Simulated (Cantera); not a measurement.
An isothermal plug-flow reactor at 550 K and 0.650 bar (inlet), inlet velocity 0.28 m/s, active area per volume 950 1/m; feed 2.89 % H2, 9.43 % O2, 87.7 % N2, equivalence ratio 0.15.

Model: Deutschmann's 1995 Pt surface mechanism with GRI-Mech 3.0 gas chemistry, integrated in Cantera. Catalytic surfaces can have several steady states; this one follows from the mechanism file's or the stated starting coverage. Mass transfer to the wall is taken as infinitely fast.

**Question.** Predict: x(H2) at z = 0.01 m; x(O2) at z = 0.01 m; x(H2O) at z = 0.01 m; θ(free Pt) at the exit; θ(O*) at the exit; θ(OH*) at the exit.

**Answer.** 
```
Quantity                 Result
----------------------  -------
x(H2) at z = 0.01 m     5.24e-5
x(O2) at z = 0.01 m      0.0811
x(H2O) at z = 0.01 m     0.0292
θ(free Pt) at the exit  0.00107
θ(O*) at the exit         0.996
θ(OH*) at the exit      0.00319
```
